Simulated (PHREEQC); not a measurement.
A PHREEQC speciation (ion-association model, wateq4f.dat) at 20 °C gives pH 5.75 and these molalities:

| species | mol/kgw |
|---|---|
| Cl- | 0.246 |
| Ni+2 | 0.111 |
| NiCl+ | 0.0181 |
| NiCl2 | 0.00725 |
| Mn+2 | 0.00462 |
| NiSO4 | 0.00331 |
| SO4-2 | 0.00258 |
| MnCl+ | 0.00121 |
| MnSO4 | 0.000113 |
| MnCl2 | 5.60e-5 |
| MnCl3- | 3.93e-6 |
| NiOH+ | 2.38e-6 |
| H+ | 2.27e-6 |

Question: What are the element totals, and what could have been dissolved in 1 kg of water to give them?

Answer: This is not unique; one that fits is totals Cl 0.280, Mn(2) 0.00600, Ni 0.140, S(6) 0.00600 mol/kgw, from 0.14 mol/kgw NiCl2 and 0.006 mol/kgw MnSO4.

This is a speciation only: nothing precipitates in the calculation. Complexes and solids missing from the database can't appear.
